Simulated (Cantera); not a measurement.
Feed: 1 mol S, 0.052 mol H2, 1.2 mol O2, held at 2.70 bar.

Equilibrium computed with Cantera from the NASA thermochemical tables; the gas is ideal and each condensed phase is pure. Candidate condensed phases: H2O, H2SO4, S; 19 gas species. The numbers say what is thermodynamically allowed, not how fast it happens.

log p: log10 of the partial pressure in bar; nothing condenses.

```json
[
 {"T (°C)": "575", "log p SO2": "0.22", "log p SO3": "-0.05", "log p O2": "-2.90", "log p H2O": "-0.89", "log p OH": "[?]", "log p H2SO4": "-2.45"},
 {"T (°C)": "725", "log p SO2": "0.24", "log p SO3": "-0.12", "log p O2": "-1.25", "log p H2O": "-0.89", "log p OH": "[?]", "log p H2SO4": "-3.36"},
 {"T (°C)": "875", "log p SO2": "0.30", "log p SO3": "-0.43", "log p O2": "-0.65", "log p H2O": "-0.91", "log p OH": "[?]", "log p H2SO4": "-4.30"},
 {"T (°C)": "1025", "log p SO2": "0.33", "log p SO3": "-0.83", "log p O2": "-0.50", "log p H2O": "-0.93", "log p OH": "[?]", "log p H2SO4": "-5.18"},
 {"T (°C)": "1175", "log p SO2": "0.34", "log p SO3": "-1.20", "log p O2": "-0.45", "log p H2O": "-0.94", "log p OH": "[?]", "log p H2SO4": "-5.90"},
 {"T (°C)": "1325", "log p SO2": "0.34", "log p SO3": "-1.51", "log p O2": "-0.43", "log p H2O": "-0.94", "log p OH": "[?]", "log p H2SO4": "-6.49"},
 {"T (°C)": "1475", "log p SO2": "0.34", "log p SO3": "-1.77", "log p O2": "-0.43", "log p H2O": "-0.94", "log p OH": "[?]", "log p H2SO4": "-6.98"},
 {"T (°C)": "1625", "log p SO2": "0.34", "log p SO3": "-1.99", "log p O2": "-0.42", "log p H2O": "-0.94", "log p OH": "[?]", "log p H2SO4": "-7.38"},
 {"T (°C)": "1775", "log p SO2": "0.34", "log p SO3": "-2.18", "log p O2": "-0.42", "log p H2O": "-0.95", "log p OH": "[?]", "log p H2SO4": "-7.72"},
 {"T (°C)": "1925", "log p SO2": "0.34", "log p SO3": "-2.34", "log p O2": "-0.42", "log p H2O": "-0.95", "log p OH": "[?]", "log p H2SO4": "-8.01"}
]
```

### Question
Complete the blanks.

### Answer

- 575, log p OH: -8.96
- 725, log p OH: -7.04
- 875, log p OH: -5.79
- 1025, log p OH: -4.91
- 1175, log p OH: -4.22
- 1325, log p OH: -3.67
- 1475, log p OH: -3.21
- 1625, log p OH: -2.83
- 1775, log p OH: -2.50
- 1925, log p OH: -2.22
